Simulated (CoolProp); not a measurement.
A single-stage vapour-compression cycle with R143a: evaporating at 223.15 K (dew point), condensing at 254.15 K (bubble point), superheat 10 K, subcooling 5 K, compressor efficiency 0.7, no pressure losses. Each further row changes one setting.

Model: reference Helmholtz-energy equation of state, Lemmon and Jacobsen 2000, in CoolProp.

| case | cooling COP | pressure ratio | discharge temperature (K) | refrigerating effect (kJ/kg) | volumetric capacity (kJ/m³) |
|---|---|---|---|---|---|
| as stated | ___ | 3.69 | 288.7 | 202 | 806 |
| evaporating temperature 228.15 K | 5.67 | ___ | 283.9 | 205 | 1020 |
| condensing temperature 249.15 K | ___ | ___ | ___ | 209 | 834 |
| subcooling 10 K | 4.72 | 3.69 | 288.7 | 209 | 834 |
| superheat 20 K | ___ | 3.69 | 299.5 | 210 | 801 |
| compressor efficiency 0.6 | 3.91 | 3.69 | 296.2 | 202 | 806 |

Q: What belongs in the gaps?

A: 
- as stated, cooling COP: 4.56
- evaporating temperature 228.15 K, pressure ratio: 2.91
- condensing temperature 249.15 K, cooling COP: 5.55
- condensing temperature 249.15 K, pressure ratio: 3.06
- condensing temperature 249.15 K, discharge temperature (K): 280.6
- superheat 20 K, cooling COP: 4.53
